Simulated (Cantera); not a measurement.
A Cantera script and what it prints.

```python
import numpy as np
import cantera as ct

gas_names = [...]  # 146 gases of nasa_gas.yaml made of C, H, O, S
cond_names = """
    C(gr) C6H6(L) C7H8(L) C8H18(L),n-octa H2O(s) H2O(L) H2SO4(L) S(cr1) S(cr2) S(L)
""".split()


# ... load() reads the species with a 1 bar reference pressure and builds the phases ...
atoms = {
    'CS2': {'C': 1, 'S': 2},
    'O2': {'O': 2},
    'H2': {'H': 2},
}
top_T = {'C(gr)': 4500}  # K; cautious upper limits of use, not melting points


# ... equilibrate(T, P, feed) seeds the gas with the atoms and calls Mixture.equilibrate('TP', solver="vcs", rtol=1e-11, max_steps=5000) ...
results = []
feed = {'CS2': 1, 'O2': 0.74, 'H2': 1.7}  # mol
P = 13332.2  # Pa
for T in [3000, 3500, 4000, 4500, 5000]:
    mix = equilibrate(T, P, feed)
    results.append((T, P, feed, dict(zip(mix.species_names, mix.species_moles))))

top = {s: max(r[3][s] / sum(r[3][g] for g in gas_names) for r in results) for s in gas_names}
cols = sorted((s for s in top if top[s] > 0.001), key=lambda s: -top[s])[:5]
seen = [c for c in cond_names if any(r[3].get(c, 0) > 1e-12 for r in results)]
print("log10 of partial pressures in bar; condensed amounts in mol")
print(f"{'T/K':>10s}" + "".join(f"{s[:9]:>10s}" for s in cols + seen))
for T, P, feed, n in results:
    ng = sum(n[g] for g in gas_names)
    print(f"{T:10.4g}" + "".join(f"{np.log10(max(n[s] / ng * P / 1e5, 1e-99)):10.3f}" for s in cols)
          + "".join(f"{n.get(c, 0):10.4g}" for c in seen))
```

It prints:

```
log10 of partial pressures in bar; condensed amounts in mol
       T/K         H         S        H2        CO         O
      3000    -1.576    -1.620    -1.549    -1.561    -3.315
      3500    -1.264    -1.459    -2.070    -1.659    -2.384
      4000    -1.196    -1.422    -2.797    -1.701    -2.090
      4500    -1.185    -1.414    -3.447    -1.711    -2.041
      5000    -1.183    -1.414    -3.983    -1.718    -2.024
```

These are equilibrium values from Cantera (NASA tables, ideal gas, pure condensed phases), not measurements of a reactor.
